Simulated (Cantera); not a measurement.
Charge: 1 mol B2O3, 11 mol F2, a varied amount of H2, at 1225 K and 7.30 mbar.

Method: chemical equilibrium by Gibbs-energy minimisation in Cantera with the NASA 1993 tables (ideal gas, pure condensed phases). Candidate condensed phases: B, B2O3, B3O3H3, H2O; 43 gas species. Kinetics and transport are ignored.

Q: At 2 mol H2, list the 5 most abundant gas species with their mole fractions, and the condensed phases.

A: F 0.605, HF 0.207, BF3 0.103, O2 0.0775, F2 0.00720. Condensed: gas only.
